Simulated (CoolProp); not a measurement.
Properties of propylene along the isobar 0.101 MPa (Tc = 91.1 °C, pc = 4.555 MPa, ω = 0.146).

Values from CoolProp's reference Helmholtz-energy equation of state, Lemmon 2013.

```tsv
T (°C)	phase	Z	isothermal compressibility (1/MPa)	Prandtl number
78.35	gas	0.9914	9.987	0.767
83.35	gas	0.9918	9.983	0.767
88.25	gas	0.9922	9.980	___
93.25	gas	0.9925	9.976	0.765
98.25	gas	0.9928	9.973	0.765
103.15	gas	0.9931	9.970	0.764
108.15	gas	0.9934	9.967	0.764
113.05	gas	0.9936	9.965	0.763
118.05	gas	0.9939	9.962	0.763
123.05	gas	0.9941	9.960	0.762
127.95	gas	0.9944	9.957	0.761
132.95	gas	0.9946	9.955	0.761
137.85	gas	0.9948	9.953	0.760
142.85	gas	0.9950	9.951	0.760
147.75	gas	0.9952	9.949	___
152.75	gas	0.9954	9.947	___
```

### Question
Complete the blanks.

### Answer

- 88.25, Prandtl number: 0.766
- 147.75, Prandtl number: 0.759
- 152.75, Prandtl number: 0.758

Viscosity comes from a separate model (Huber 2003), an estimate that may be off by 10 % or more. Thermal conductivity comes from a separate model (Huber 2003), an estimate that may be off by 10 % or more.
